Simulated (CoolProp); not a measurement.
A simple Rankine cycle with water: condensing at 325.15 K, boiler at 2.91 MPa, turbine inlet 520.4 K, turbine efficiency 0.7, pump efficiency 0.7, no recuperator. Each further row changes one setting.

The numbers come from the reference Helmholtz-energy equation of state, Wagner 2002 in CoolProp.

```csv
case,thermal efficiency (%),net work (kJ/kg),heat in (kJ/kg),turbine exit temperature (K),volume ratio over the turbine
as stated,21.8,574,2630,325.2,131
turbine inlet 540.4 K,[?],[?],2690,325.2,126
condensing temperature 317.15 K,[?],605,[?],317.2,190
boiler pressure 2.04 MPa,20.7,552,[?],325.2,[?]
turbine efficiency 0.6,[?],491,2630,325.2,136
```

Problem. Some entries are withheld; supply them.

Solution. 
- turbine inlet 540.4 K, thermal efficiency (%): 21.9
- turbine inlet 540.4 K, net work (kJ/kg): 590
- condensing temperature 317.15 K, thermal efficiency (%): 22.7
- condensing temperature 317.15 K, heat in (kJ/kg): 2660
- boiler pressure 2.04 MPa, heat in (kJ/kg): 2670
- boiler pressure 2.04 MPa, volume ratio over the turbine: 90.3
- turbine efficiency 0.6, thermal efficiency (%): 18.7

The expansion ends wet for: as stated; turbine inlet 540.4 K; condensing temperature 317.15 K; boiler pressure 2.04 MPa; turbine efficiency 0.6.
